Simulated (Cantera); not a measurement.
Cantera run:

```python
import numpy as np
import cantera as ct

gas_names = """
    C CO CO2 C2 C2O C3 C3O2 C4 C5 Mg MgO Mg2 O O2 O3
""".split()
cond_names = """
    C(gr) Mg(cr) Mg(L) MgCO3(s) MgO(s) MgO(L)
""".split()


# ... load() reads the species with a 1 bar reference pressure and builds the phases ...
atoms = {
    'MgCO3': {'Mg': 1, 'C': 1, 'O': 3},
    'C': {'C': 1},
    'O2': {'O': 2},
}
top_T = {'C(gr)': 4500}  # K; cautious upper limits of use, not melting points


# ... equilibrate(T, P, feed) seeds the gas with the atoms and calls Mixture.equilibrate('TP', solver="vcs", rtol=1e-11, max_steps=5000) ...
results = []
feed = {'MgCO3': 1, 'C': 0.21, 'O2': 1.8}  # mol
T = 1725  # K
for P in [10, 42, 180, 750, 3200, 13000, 56000, 240000, 1000000]:
    mix = equilibrate(T, P, feed)
    results.append((T, P, feed, dict(zip(mix.species_names, mix.species_moles))))

top = {s: max(r[3][s] / sum(r[3][g] for g in gas_names) for r in results) for s in gas_names}
cols = sorted((s for s in top if top[s] > 1e-06), key=lambda s: -top[s])[:8]
seen = [c for c in cond_names if any(r[3].get(c, 0) > 1e-12 for r in results)]
print("log10 of partial pressures in bar; condensed amounts in mol")
print(f"{'P/Pa':>10s}" + "".join(f"{s[:9]:>10s}" for s in cols + seen))
for T, P, feed, n in results:
    ng = sum(n[g] for g in gas_names)
    print(f"{P:10.4g}" + "".join(f"{np.log10(max(n[s] / ng * P / 1e5, 1e-99)):10.3f}" for s in cols)
          + "".join(f"{n.get(c, 0):10.4g}" for c in seen))
```

Result:

```
log10 of partial pressures in bar; condensed amounts in mol
      P/Pa        O2       CO2        CO         O        Mg    MgO(s)
        10    -4.248    -4.372    -6.287    -6.360    -9.269         1
        42    -3.623    -3.745    -5.972    -6.048    -9.581         1
       180    -2.991    -3.111    -5.654    -5.732    -9.898         1
       750    -2.371    -2.490    -5.344    -5.422   -10.208         1
      3200    -1.741    -1.860    -5.028    -5.107   -10.523         1
   1.3e+04    -1.132    -1.251    -4.724    -4.802   -10.827         1
   5.6e+04    -0.498    -0.616    -4.406    -4.485   -11.144         1
   2.4e+05     0.134     0.016    -4.090    -4.169   -11.460         1
     1e+06     0.754     0.636    -3.780    -3.859   -11.770         1
```

Method: chemical equilibrium by Gibbs-energy minimisation in Cantera with the NASA 1993 tables (ideal gas, pure condensed phases).
